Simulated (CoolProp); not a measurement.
A simple Rankine cycle with isobutene: condensing at 331.15 K, boiler at 2.41 MPa, turbine inlet 390.1 K, turbine efficiency 0.8, pump efficiency 0.8, no recuperator. Each further row changes one setting.

Model: reference Helmholtz-energy equation of state, Lemmon 2005, in CoolProp. It is a short technical equation, of lower accuracy than the large ones.

```json
[
 {"case": "as stated", "thermal efficiency (%)": "9.1", "net work (kJ/kg)": "?", "heat in (kJ/kg)": "376", "turbine exit temperature (K)": "342.7", "volume ratio over the turbine": "3.86"},
 {"case": "turbine inlet 410.1 K", "thermal efficiency (%)": "9.2", "net work (kJ/kg)": "?", "heat in (kJ/kg)": "431", "turbine exit temperature (K)": "?", "volume ratio over the turbine": "3.59"},
 {"case": "condensing temperature 323.15 K", "thermal efficiency (%)": "10.3", "net work (kJ/kg)": "40.9", "heat in (kJ/kg)": "?", "turbine exit temperature (K)": "?", "volume ratio over the turbine": "?"},
 {"case": "boiler pressure 1.69 MPa", "thermal efficiency (%)": "?", "net work (kJ/kg)": "28.2", "heat in (kJ/kg)": "408", "turbine exit temperature (K)": "362.0", "volume ratio over the turbine": "2.40"},
 {"case": "turbine efficiency 0.7", "thermal efficiency (%)": "7.9", "net work (kJ/kg)": "29.6", "heat in (kJ/kg)": "376", "turbine exit temperature (K)": "345.1", "volume ratio over the turbine": "3.90"}
]
```

Fill in the missing entries.


- as stated, net work (kJ/kg): 34.3
- turbine inlet 410.1 K, net work (kJ/kg): 39.9
- turbine inlet 410.1 K, turbine exit temperature (K): 367.7
- condensing temperature 323.15 K, heat in (kJ/kg): 396
- condensing temperature 323.15 K, turbine exit temperature (K): 336.6
- condensing temperature 323.15 K, volume ratio over the turbine: 4.73
- boiler pressure 1.69 MPa, thermal efficiency (%): 6.9
